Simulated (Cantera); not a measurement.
A closed system holds: 1 mol Si, 5.4 mol Cl₂, equilibrated at 5.70 Pa.

Cantera equilibrium calculation (NASA polynomials, part measured and part estimated; ideal gas, pure solids and liquids). Candidate condensed phases: Si; 9 gas species. The tables' values for SiCl₃ are old estimates; treat these amounts as uncertain. The numbers say what is thermodynamically allowed, not how fast it happens.

x: gas mole fraction; nothing condenses.

| T (K) | x Cl | x Cl₂ | x SiCl₄ | x SiCl₃ | x SiCl₂ | x SiCl |
|---|---|---|---|---|---|---|
| 1050 | 0.0875 | 0.695 | 0.217 | 1.07e-7 | <1e-12 | <1e-12 |
| 1100 | 0.159 | 0.631 | 0.209 | 4.39e-7 | … | <1e-12 |
| 1150 | 0.266 | 0.537 | 0.197 | 1.61e-6 | … | <1e-12 |
| 1200 | 0.403 | 0.415 | 0.181 | 5.41e-6 | … | <1e-12 |
| 1250 | 0.551 | 0.284 | 0.165 | 1.74e-5 | … | <1e-12 |
| 1300 | 0.679 | 0.171 | 0.150 | 5.49e-5 | … | <1e-12 |
| 1350 | 0.768 | 0.0924 | 0.140 | 0.000174 | … | <1e-12 |
| 1400 | 0.819 | 0.0473 | 0.134 | 0.000543 | … | <1e-12 |
| 1450 | 0.845 | 0.0239 | 0.129 | 0.00163 | … | 1.35e-11 |
| 1500 | 0.859 | 0.0123 | 0.124 | 0.00454 | … | 3.67e-10 |
| 1550 | 0.867 | 0.00654 | 0.112 | 0.0113 | … | 7.69e-9 |

What belongs in the gaps?


- 1100, x SiCl₂: 1.28e-11
- 1150, x SiCl₂: 1.43e-10
- 1200, x SiCl₂: 1.42e-9
- 1250, x SiCl₂: 1.31e-8
- 1300, x SiCl₂: 1.19e-7
- 1350, x SiCl₂: 1.08e-6
- 1400, x SiCl₂: 9.38e-6
- 1450, x SiCl₂: 7.49e-5
- 1500, x SiCl₂: 0.000529
- 1550, x SiCl₂: 0.00314
